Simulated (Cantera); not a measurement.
# Thermodynamics of silicon carbide growth, feed SiH2Cl2 + C3H8 + H2

Charge: 1 mol SiH2Cl2, 0.056 mol C3H8, 270 mol H2, held at 18.8 Torr.

Cantera equilibrium calculation (NASA polynomials, part measured and part estimated; ideal gas, pure solids and liquids). Candidate condensed phases: C, C6H6, C7H8, C8H18, Si, SiC; 109 gas species. Mutual solubility and eutectic melting of coexisting phases are not modelled. The tables' values for SiCl are old estimates; treat these amounts as uncertain. Gases not in the tables: Si2H6 and higher silanes. Kinetics and transport are ignored.

```json
[
 {"T (K)": "1400", "x H2": "0.993", "x H": "3.07e-5", "x HCl": "0.00705", "x Si": "3.29e-8", "x SiH": "2.59e-8", "x SiCl2": "0.000148", "n Si(s)": "0.791", "n SiC(s)": "0.168", "n Si(l)": "0"},
 {"T (K)": "1450", "x H2": "0.993", "x H": "5.96e-5", "x HCl": "0.00704", "x Si": "1.23e-7", "x SiH": "7.70e-8", "x SiCl2": "0.000154", "n Si(s)": "0.790", "n SiC(s)": "0.168", "n Si(l)": "0"},
 {"T (K)": "1500", "x H2": "0.993", "x H": "0.000111", "x HCl": "0.00702", "x Si": "4.21e-7", "x SiH": "2.13e-7", "x SiCl2": "0.000160", "n Si(s)": "0.788", "n SiC(s)": "0.168", "n Si(l)": "0"},
 {"T (K)": "1550", "x H2": "0.993", "x H": "0.000198", "x HCl": "0.00701", "x Si": "1.33e-6", "x SiH": "5.50e-7", "x SiCl2": "0.000165", "n Si(s)": "0.786", "n SiC(s)": "0.168", "n Si(l)": "0"},
 {"T (K)": "1600", "x H2": "0.992", "x H": "0.000343", "x HCl": "0.00700", "x Si": "3.90e-6", "x SiH": "1.34e-6", "x SiCl2": "0.000170", "n Si(s)": "0.782", "n SiC(s)": "0.168", "n Si(l)": "0"},
 {"T (K)": "1650", "x H2": "0.992", "x H": "0.000572", "x HCl": "0.00699", "x Si": "1.07e-5", "x SiH": "3.08e-6", "x SiCl2": "0.000175", "n Si(s)": "0.777", "n SiC(s)": "0.168", "n Si(l)": "0"},
 {"T (K)": "1700", "x H2": "0.992", "x H": "0.000928", "x HCl": "0.00698", "x Si": "2.71e-5", "x SiH": "6.61e-6", "x SiCl2": "0.000176", "n Si(s)": "0", "n SiC(s)": "0.168", "n Si(l)": "0.770"},
 {"T (K)": "1750", "x H2": "0.991", "x H": "0.00146", "x HCl": "0.00700", "x Si": "6.00e-5", "x SiH": "1.25e-5", "x SiCl2": "0.000164", "n Si(s)": "0", "n SiC(s)": "0.168", "n Si(l)": "0.759"},
 {"T (K)": "1800", "x H2": "0.990", "x H": "0.00225", "x HCl": "0.00701", "x Si": "0.000127", "x SiH": "2.28e-5", "x SiCl2": "0.000153", "n Si(s)": "0", "n SiC(s)": "0.167", "n Si(l)": "0.737"},
 {"T (K)": "1850", "x H2": "0.989", "x H": "0.00339", "x HCl": "0.00701", "x Si": "0.000258", "x SiH": "4.02e-5", "x SiCl2": "0.000143", "n Si(s)": "0", "n SiC(s)": "0.167", "n Si(l)": "0.693"},
 {"T (K)": "1900", "x H2": "0.987", "x H": "0.00499", "x HCl": "0.00700", "x Si": "0.000504", "x SiH": "6.88e-5", "x SiCl2": "0.000134", "n Si(s)": "0", "n SiC(s)": "0.165", "n Si(l)": "0.611"},
 {"T (K)": "1950", "x H2": "0.984", "x H": "0.00719", "x HCl": "0.00698", "x Si": "0.000952", "x SiH": "0.000114", "x SiCl2": "0.000126", "n Si(s)": "0", "n SiC(s)": "0.161", "n Si(l)": "0.462"},
 {"T (K)": "2000", "x H2": "0.981", "x H": "0.0102", "x HCl": "0.00695", "x Si": "0.00174", "x SiH": "0.000185", "x SiCl2": "0.000118", "n Si(s)": "0", "n SiC(s)": "0.153", "n Si(l)": "0.202"}
]
```
x: gas mole fraction; n: condensed amount in mol.

From 1400 K to 1650 K the condensed part is Si(s) + SiC(s). From 1700 K to 2000 K the condensed part is Si(l) + SiC(s). The main Si-bearing gas is SiCl2 at 1400 K and Si at 2000 K. The share of Si in condensed phases is highest at 1400 K (95.9 %) and lowest at 2000 K (35.6 %).
